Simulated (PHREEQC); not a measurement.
2.7 g of hydrous ferric oxide (600 m²/g; 0.2 weak and 0.005 strong sites per Fe, Dzombak-Morel constants, diffuse double layer) in 1 kg of water with 0.1 mol/kgw of an inert sodium salt and 0.00063 mol MgCl2, 0.0016 mol ZnCl2 and 4.6e-05 mol BaCl2, at 25 °C; the pH is set by adding NaOH or the inert anion's acid. Oxygen alone is held at its pressure in air (log pO2 = -0.68). CO2 from the air is kept out. Nothing may precipitate in this run.

Base run: PHREEQC, ion-association model, wateq4f.dat. Each further column changes one thing. The table gives Zn sorbed (%).

```json
[
 {"pH": "3", "base": "0.0", "no electrostatic term (-no_edl)": "0.0", "background salt from 0.1 to 0.01 mol/kgw": "0.0", "oxide from 2.7 to 14 g/kgw": "0.0"},
 {"pH": "4", "base": "0.3", "no electrostatic term (-no_edl)": "0.3", "background salt from 0.1 to 0.01 mol/kgw": "0.3", "oxide from 2.7 to 14 g/kgw": "1.3"},
 {"pH": "4.5", "base": "1.9", "no electrostatic term (-no_edl)": "2.3", "background salt from 0.1 to 0.01 mol/kgw": "2.0", "oxide from 2.7 to 14 g/kgw": "9.0"},
 {"pH": "5", "base": "6.7", "no electrostatic term (-no_edl)": "8.1", "background salt from 0.1 to 0.01 mol/kgw": "6.7", "oxide from 2.7 to 14 g/kgw": "30.3"},
 {"pH": "6", "base": "33.0", "no electrostatic term (-no_edl)": "55.6", "background salt from 0.1 to 0.01 mol/kgw": "31.8", "oxide from 2.7 to 14 g/kgw": "82.3"},
 {"pH": "7", "base": "90.8", "no electrostatic term (-no_edl)": "98.6", "background salt from 0.1 to 0.01 mol/kgw": "89.9", "oxide from 2.7 to 14 g/kgw": "99.5"},
 {"pH": "7.5", "base": "98.1", "no electrostatic term (-no_edl)": "99.7", "background salt from 0.1 to 0.01 mol/kgw": "98.1", "oxide from 2.7 to 14 g/kgw": "99.9"},
 {"pH": "8", "base": "99.6", "no electrostatic term (-no_edl)": "99.9", "background salt from 0.1 to 0.01 mol/kgw": "99.6", "oxide from 2.7 to 14 g/kgw": "100.0"},
 {"pH": "9", "base": "99.9", "no electrostatic term (-no_edl)": "99.9", "background salt from 0.1 to 0.01 mol/kgw": "99.9", "oxide from 2.7 to 14 g/kgw": "100.0"}
]
```

The oxide is taken as insoluble; below pH 4 it would dissolve.
